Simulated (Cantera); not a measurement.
## Ignition delay

Mixture: 8.14 % CH4, 0.896 % C2H6, 24.6 % O2, 66.4 % N2, equivalence ratio 0.79, at 0.870 bar, adiabatic and at constant pressure. Ignition delay is the time to a rise of 400 K.

Computed with Cantera and GRI-Mech 3.0 (53 species, 325 reactions).

```
T0 (K)  delay (ms)
------  ----------
1098          17.4
1148          8.27
1198          4.30
1248          2.39
1298          1.39
1348         0.834
1398         0.516
1448         0.328
1498         0.215
1548         0.145
```

```
Property                                                 Value
--------------------------------------------------  ----------
apparent activation energy between 1448 and 1548 K  150 kJ/mol
```
